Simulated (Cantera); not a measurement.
Thermodynamics of chemical vapour transport, feed Al₂O₃ + Cl₂ + N₂ + H₂O

Feed: 1 mol Al₂O₃, 0.28 mol Cl₂, 1.3 mol N₂, 0.17 mol H₂O, equilibrated at 1473.15 K.

Method: chemical equilibrium by Gibbs-energy minimisation in Cantera with the NASA 1993 tables (ideal gas, pure condensed phases). Candidate condensed phases: Al, AlCl₃, AlN, Al₂O₃, H₂O, NH₄Cl; 45 gas species. Gases not in the tables: Al(OH)₃. Kinetics and transport are ignored.

From 1000 Pa to 1000000 Pa the condensed part is Al₂O₃(s).

| P (Pa) | x N₂ | x HCl | x Cl | x Cl₂ | x O₂ | n Al₂O₃(s) |
|---|---|---|---|---|---|---|
| 1000 | 0.683 | 0.177 | 0.0727 | 0.0224 | 0.0439 | 1.000 |
| 2200 | 0.688 | 0.178 | 0.0573 | 0.0306 | 0.0442 | 1.000 |
| 4600 | 0.693 | 0.179 | 0.0441 | 0.0378 | 0.0445 | 1.000 |
| 10000 | 0.697 | 0.179 | 0.0324 | 0.0444 | 0.0446 | 1.000 |
| 22000 | 0.701 | 0.179 | 0.0231 | 0.0498 | 0.0445 | 1.000 |
| 46000 | 0.703 | 0.178 | 0.0166 | 0.0540 | 0.0443 | 1.000 |
| 100000 | 0.705 | 0.177 | 0.0117 | 0.0577 | 0.0440 | 1.000 |
| 220000 | 0.707 | 0.174 | 0.00809 | 0.0610 | 0.0434 | 1.000 |
| 460000 | 0.709 | 0.172 | 0.00573 | 0.0640 | 0.0426 | 1.000 |
| 1000000 | 0.710 | 0.167 | 0.00398 | 0.0672 | 0.0416 | 1.000 |
x: gas mole fraction; n: condensed amount in mol.
